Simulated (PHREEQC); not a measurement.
**Spent oxide etchant: speciation**

Consider water at 20 °C with 0.0041 mol HF, 0.0011 mol H2SiF6, 0.0044 mol H3BO3 and 0.00017 mol HCl per kg of water. Closed to the air; pH follows from the charge balance.

Equilibrium calculation in PHREEQC: ion-association model, phreeqc.dat.

Each row changes one thing in this solution. This is a speciation only: nothing precipitates in the calculation.

```tsv
case	pH	ionic strength (mol/kgw)	H3BO3 (mol/kgw)	HF (mol/kgw)	BF4- (mol/kgw)	F- (mol/kgw)
as made	2.52	0.00395	0.00336	0.00186	0.000808	0.000482
H2SiF6 replaced by NH4BF4 at the same molality	2.83	0.00267	0.00387	0.00167	0.00122	0.000865
HF replaced by Cu(BF4)2 at the same molality	2.60	0.0161	0.00488	0.00267	0.00655	0.000893
H2SiF6 from 0.0011 to 0.0055 mol/kgw	2.00	0.0158	0.00268	0.00304	0.00149	0.000251
HCl from 0.00017 to 3.4e-05 mol/kgw	2.54	0.00383	0.00336	0.00184	0.000805	0.000495
H2SiF6 from 0.0011 to 0.00121 mol/kgw	2.50	0.00422	0.00333	0.00190	0.000836	0.000468
0.0082 mol/kgw Na2CO3 added	6.64	0.0163	0.00437	2.92e-6	9.07e-11	0.0106
```

Some of these states are supersaturated (in Quartz (slow to form), Chalcedony (slow to form), for instance). SiF6-2 is the database's only silicon fluoride. Real BF4- forms and hydrolyses slowly; the run takes it at equilibrium.
